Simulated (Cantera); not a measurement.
Moist CO burnout

An isothermal, constant-pressure homogeneous reactor starts with CO : O₂ : H₂O : N₂ = 0.0014 : 0.0056 : 0.00064 : 1 (molar parts), at 1048 K and 1000000 Pa.

Cantera simulation using GRI-Mech 3.0 (53 species, 325 reactions); the numbers are that mechanism's predictions, not measurements.

| t (s) | x CO | x O₂ | x H₂O | x N₂O | x NO | x O | x OH |
|---|---|---|---|---|---|---|---|
| 1.00e-6 | 0.00139 | 0.00556 | 0.000635 | <1e-12 | <1e-12 | <1e-12 | <1e-12 |
| 5.24e-6 | 0.00139 | 0.00556 | 0.000635 | <1e-12 | <1e-12 | 1.25e-12 | <1e-12 |
| 2.75e-5 | 0.00139 | 0.00556 | 0.000635 | <1e-12 | <1e-12 | 6.47e-12 | <1e-12 |
| 0.000144 | 0.00139 | 0.00556 | 0.000635 | <1e-12 | <1e-12 | 3.21e-11 | <1e-12 |
| 0.000756 | 0.00139 | 0.00556 | 0.000635 | <1e-12 | <1e-12 | 1.29e-10 | 2.90e-12 |
| 0.00397 | 0.00139 | 0.00556 | 0.000635 | 8.95e-12 | <1e-12 | 2.60e-10 | 9.93e-12 |
| 0.0208 | 0.00139 | 0.00556 | 0.000635 | 7.75e-11 | <1e-12 | 4.36e-10 | 4.88e-11 |
| 0.109 | 0.00139 | 0.00556 | 0.000635 | 1.98e-9 | <1e-12 | 4.29e-9 | 1.12e-9 |
| 0.572 | 0.00127 | 0.00550 | 0.000635 | 6.25e-8 | 2.42e-12 | 1.17e-8 | 4.81e-9 |
| 3.00 | 0.000787 | 0.00526 | 0.000635 | 3.27e-7 | 5.16e-11 | 9.12e-9 | 4.66e-9 |
x: mole fraction; the columns are a selection and need not sum to one.

Equilibrium at this temperature and pressure: CO 1.83e-12, O₂ 0.00486, H₂O 0.000636, N₂O 2.48e-9, NO 8.89e-6, O 1.40e-11, OH 4.94e-9 (gas phase only).
